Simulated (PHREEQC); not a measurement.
Dissolve 0.068 mol/kgw FeSO4, 0.22 mol/kgw CaCl2 and 9.9e-05 mol/kgw NaH2PO4 at 25 °C. Closed to the air; pH follows from the charge balance.

Equilibrium calculation in PHREEQC: ion-association model, wateq4f.dat.

```json
{
 "pH": "5.41",
 "ionic_strength": "0.749 mol/kgw",
 "activity_of_water": "0.987"
}
```

| species | molality | activity | log γ |
|---|---|---|---|
| Cl- | 0.433 | 0.267 | -0.210 |
| Ca+2 | 0.185 | 0.0460 | -0.606 |
| Fe+2 | 0.0533 | 0.0119 | -0.653 |
| CaSO4 | 0.0345 | 0.0409 | 0.075 |
| SO4-2 | 0.0256 | 0.00446 | -0.759 |
| FeSO4 | 0.00792 | 0.00942 | 0.075 |
| FeCl+ | 0.00666 | 0.00438 | -0.182 |

This is a speciation only: nothing precipitates in the calculation. Saturation is exceeded, for instance for Gypsum, Vivianite; the values hold only as long as no solid forms. The ionic strength is past about 0.7 mol/kgw, beyond the range of this activity model, so the values are rough. Species that the database lacks are ignored. H3PO4, which wateq4f.dat lacks, is added to it with the constant of phreeqc.dat.
